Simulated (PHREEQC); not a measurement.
1 kg of water holding 91 mmol/kgw Na2CO3 and 5.2 mmol/kgw KCl is evaporated at 20 °C; the solids stay in contact with the brine. CO2 from the air is kept out. The run lets Halite, Kalicinite, Nahcolite, Natron, Sylvite, Trona precipitate or redissolve, and no other solid.

Model: Pitzer model, pitzer.dat, run in PHREEQC.

| water left (kg) | ionic strength | water activity | Natron (mol) | Cl in solution (mol/kgw) |
|---|---|---|---|---|
| 1 | 0.276 | 0.996 | 0 | 0.00520 |
| 0.8219 | 0.336 | 0.995 | 0 | 0.00633 |
| 0.6755 | 0.409 | [?] | 0 | 0.00770 |
| 0.4563 | 0.606 | [?] | 0 | 0.0114 |
| 0.3751 | 0.738 | 0.990 | 0 | 0.0139 |
| 0.3083 | [?] | 0.987 | 0 | 0.0169 |
| 0.2082 | 1.33 | 0.982 | 0 | 0.0250 |
| 0.1712 | 1.62 | 0.979 | 0 | 0.0304 |
| 0.1407 | 1.97 | 0.975 | 0 | 0.0370 |
| 0.1156 | 2.40 | 0.970 | 0 | 0.0450 |
| 0.09506 | 2.92 | 0.964 | 0 | 0.0547 |
| 0.06422 | [?] | 0.948 | 0 | 0.0810 |
| 0.0528 | [?] | 0.937 | 0 | 0.0985 |
| 0.04339 | 6.40 | 0.922 | 0 | 0.120 |
| 0.02855 | 9.28 | 0.880 | 0.00440 | 0.182 |
| 0.01735 | 9.53 | 0.872 | 0.0375 | 0.300 |
| 0.008216 | 10.3 | 0.846 | 0.0645 | 0.633 |

Problem. Some entries are withheld; supply them.

Solution. 
- 0.6755, water activity: 0.994
- 0.4563, water activity: 0.991
- 0.3083, ionic strength: 0.898
- 0.06422, ionic strength: 4.33
- 0.0528, ionic strength: 5.26
